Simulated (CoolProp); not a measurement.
Vapour-liquid equilibrium of acetone (1) + n-heptane (2) at 82.65 °C; x and y are mole fractions of (1).

Model: multi-fluid Helmholtz-energy mixture model, Lemmon 2006 and Span 2003; pair parameters Bell 2016, in CoolProp.

Give the bubble pressure and the first vapour's composition at x = 0.35, 0.65, 0.8. Is there an azeotrope?

x = 0.35: 0.1888 MPa, y = 0.736; x = 0.65: 0.2187 MPa, y = 0.818; x = 0.8: 0.2279 MPa, y = 0.864. No azeotrope shows between x = 0.05 and 0.95.

Pair parameters are fitted to limited data, so mixtures are less certain than the pure fluids. With so large a gap from Raoult's law the liquid may split in two, which this calculation doesn't test in full.
